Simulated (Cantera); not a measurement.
# Hydrogen reduction and annealing atmospheres: V2O3 + H2 + N2

Charge: 1 mol V2O3, 0.97 mol H2, 18 mol N2.

Cantera equilibrium calculation (NASA polynomials, part measured and part estimated; ideal gas, pure solids and liquids). Candidate condensed phases: H2O, V, VN, VO, V2O3, V2O4, V2O5; 28 gas species. Mutual solubility and eutectic melting of coexisting phases are not modelled. VN, VO: taken at fixed stoichiometry. Condensed phases not in the tables: the oxides between V2O3 and V2O5 other than VO2, solid solutions among these carbides, nitrides and lower oxides, V2N. Kinetics and transport are ignored.

Stable condensed phases:

```
T in °C \ P in Pa
              10      32     100     320    1000    3200   10000   32000  100000  320000 1000000
   1125        A       A       A       A       B       B       B       B       B       B       B
   1100        A       A       A       A       B       B       B       B       B       B       B
   1075        A       A       A       B       B       B       B       B       B       B       B
   1050        A       A       A       B       B       B       B       B       B       B       B
   1025        A       A       A       B       B       B       B       B       B       B       B
   1000        A       A       B       B       B       B       B       B       B       B       B
    975        A       A       B       B       B       B       B       B       B       B       B
    950        A       B       B       B       B       B       B       B       B       B       B
    925        A       B       B       B       B       B       B       B       B       B       B
    900        B       B       B       B       B       B       B       B       B       B       B
    875        B       B       B       B       B       B       B       B       B       B       B
```

A: VO + V2O3; B: VN + V2O3.
